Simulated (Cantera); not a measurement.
Standard-state values (1 bar) from the NASA 1993 polynomials, evaluated with Cantera. Values are per mole of reaction as written; species without (g) are pure solids or liquids, kept so even where they would boil at 1 bar.

Problem. Between 675 and 1675 K, where is each reaction favourable under standard conditions?
- 6 H2O(g) + 4 Cr2N + 3 O2(g) = 4 Cr2O3 + 4 NH3(g)
- 2 Cr2N + 5 H2O2(g) = 2 Cr2O3 + 10 H(g) + 2 NO2(g)

Solution. 
- 6 H2O(g) + 4 Cr2N + 3 O2(g) = 4 Cr2O3 + 4 NH3(g): ΔG° is -2158 kJ at 675 K and -1275 kJ at 1675 K; it stays negative (K > 1). ΔH° is -2755 kJ and ΔS° -884 J/K at 1675 K.
- 2 Cr2N + 5 H2O2(g) = 2 Cr2O3 + 10 H(g) + 2 NO2(g): ΔG° is 558 kJ at 675 K and -78 kJ at 1675 K; it changes sign between 1475 and 1575 K. ΔH° is 1019 kJ and ΔS° 655 J/K at 1675 K.
